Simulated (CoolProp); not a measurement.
Sulfur hexafluoride along the isotherm 330.8 K: density (kg/m³) from the reference equation and from simpler models built on Tc = 318.7 K, pc = 3.755 MPa, ω = 0.210; each cubic takes its own stable root.

Computed with CoolProp (reference Helmholtz-energy equation of state, Guder 2009).

```tsv
p (MPa)	phase	reference	Redlich-Kwong	Soave-Redlich-Kwong	Peng-Robinson
0.0594	gas	3.169	3.170	3.169	3.171
0.1	gas	5.353	5.354	5.353	5.359
0.169	gas	9.097	9.101	9.099	9.114
0.285	gas	15.49	15.50	15.49	15.54
0.482	gas	26.63	26.67	___	26.78
0.813	gas	46.27	46.38	46.32	46.71
1.37	gas	82.38	82.70	82.50	83.72
2.31	gas	155.6	156.7	___	160.0
3.91	supercritical	368.6	376.0	364.7	384.3
6.59	supercritical	1128	1011	___	1081
11.1	supercritical	1317	___	1219	1349
18.8	supercritical	1452	___	1401	1555
```

Question: Complete the blanks.

Answer: 
- 0.482, Soave-Redlich-Kwong: 26.65
- 2.31, Soave-Redlich-Kwong: 155.8
- 6.59, Soave-Redlich-Kwong: 985.0
- 11.1, Redlich-Kwong: 1233
- 18.8, Redlich-Kwong: 1410
